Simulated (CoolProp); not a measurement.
Vapour-liquid equilibrium of R227EA (1) + n-butane (2) at 242.5 K; x and y are mole fractions of (1).

Values from CoolProp's multi-fluid Helmholtz-energy mixture model, Lemmon 2016 and Bücker 2006; pair parameters Bell 2016.

```json
[
 {"x": "0.05", "bubble pressure, mixture model (MPa)": "0.04312", "bubble pressure, Raoult's law (MPa)": "0.02856", "y, mixture model": "0.390", "y, Raoult's law": "0.091"},
 {"x": "0.15", "bubble pressure, mixture model (MPa)": "0.05843", "bubble pressure, Raoult's law (MPa)": "0.03106", "y, mixture model": "0.575", "y, Raoult's law": "0.252"},
 {"x": "0.25", "bubble pressure, mixture model (MPa)": "0.06333", "bubble pressure, Raoult's law (MPa)": "0.03355", "y, mixture model": "0.621", "y, Raoult's law": "0.389"},
 {"x": "0.35", "bubble pressure, mixture model (MPa)": "0.06451", "bubble pressure, Raoult's law (MPa)": "0.03604", "y, mixture model": "0.633", "y, Raoult's law": "0.507"},
 {"x": "0.45", "bubble pressure, mixture model (MPa)": "0.06468", "bubble pressure, Raoult's law (MPa)": "0.03854", "y, mixture model": "0.636", "y, Raoult's law": "0.610"},
 {"x": "0.55", "bubble pressure, mixture model (MPa)": "0.06477", "bubble pressure, Raoult's law (MPa)": "0.04103", "y, mixture model": "0.639", "y, Raoult's law": "0.700"},
 {"x": "0.65", "bubble pressure, mixture model (MPa)": "0.06488", "bubble pressure, Raoult's law (MPa)": "0.04353", "y, mixture model": "0.649", "y, Raoult's law": "0.780"},
 {"x": "0.75", "bubble pressure, mixture model (MPa)": "0.06451", "bubble pressure, Raoult's law (MPa)": "0.04602", "y, mixture model": "0.678", "y, Raoult's law": "0.852"},
 {"x": "0.85", "bubble pressure, mixture model (MPa)": "0.06257", "bubble pressure, Raoult's law (MPa)": "0.04851", "y, mixture model": "0.740", "y, Raoult's law": "0.916"},
 {"x": "0.95", "bubble pressure, mixture model (MPa)": "0.05716", "bubble pressure, Raoult's law (MPa)": "0.05101", "y, mixture model": "0.874", "y, Raoult's law": "0.973"}
]
```

The largest gap from Raoult's law is +88.8 % in bubble pressure, at x = 0.25. y crosses x between x = 0.55 and 0.65: the model has an azeotrope there.

The pair parameters rest on a limited set of measurements; away from them the model extrapolates. With so large a gap from Raoult's law the liquid may split in two, which this calculation doesn't test in full.
